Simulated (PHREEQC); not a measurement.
# Copper plating or etch bath (model solution)

Consider water at 20 °C with 0.19 mol/kgw Cu(NO3)2, 0.27 mol/kgw HNO3 and 0.00022 mol/kgw Na2SO4. Closed to the air; pH follows from the charge balance.

Model: ion-association model, phreeqc.dat, run in PHREEQC.

Each row changes one thing in this solution. Precipitation was switched off in this run.

| case | pH | HSO4- (mol/kgw) | CuSO4 (mol/kgw) | SO4-2 (mol/kgw) | NaSO4- (mol/kgw) | CuOH+ (mol/kgw) |
|---|---|---|---|---|---|---|
| as made | 0.69 | 0.000142 | 4.15e-5 | 3.67e-5 | 1.43e-8 | 3.26e-9 |
| HNO3 from 0.27 to 0.405 mol/kgw | 0.52 | 0.000160 | 2.99e-5 | 3.03e-5 | 1.14e-8 | 2.13e-9 |
| temperature from 20 to 25 °C | 0.69 | 0.000146 | 3.94e-5 | 3.44e-5 | 1.37e-8 | 3.24e-9 |
| temperature from 20 to 35 °C | 0.70 | 0.000155 | 3.48e-5 | 2.99e-5 | 1.23e-8 | 3.21e-9 |
| HNO3 left out | 4.17 | 1.36e-7 | 0.000134 | 8.56e-5 | 3.77e-8 | 1.04e-5 |
| Na2SO4 from 0.00022 to 4.4e-05 mol/kgw | 0.69 | [?] | 8.29e-6 | 7.34e-6 | 5.74e-10 | 3.26e-9 |
| 0.0052 mol/kgw HF added | 0.69 | 0.000142 | 4.14e-5 | 3.67e-5 | 1.43e-8 | 3.26e-9 |
| diluted 5-fold with water | 1.36 | [?] | 1.03e-5 | 1.31e-5 | 1.75e-9 | [?] |

Fill in the missing entries.


- Na2SO4 from 0.00022 to 4.4e-05 mol/kgw, HSO4- (mol/kgw): 2.84e-5
- diluted 5-fold with water, HSO4- (mol/kgw): 2.07e-5
- diluted 5-fold with water, CuOH+ (mol/kgw): 4.12e-9

The ionic strength passes 0.7 mol/kgw, the rough limit of the ion-association models, in as made; HNO3 from 0.27 to 0.405 mol/kgw; temperature from 20 to 25 °C; temperature from 20 to 35 °C; Na2SO4 from 0.00022 to 4.4e-05 mol/kgw; 0.0052 mol/kgw HF added.
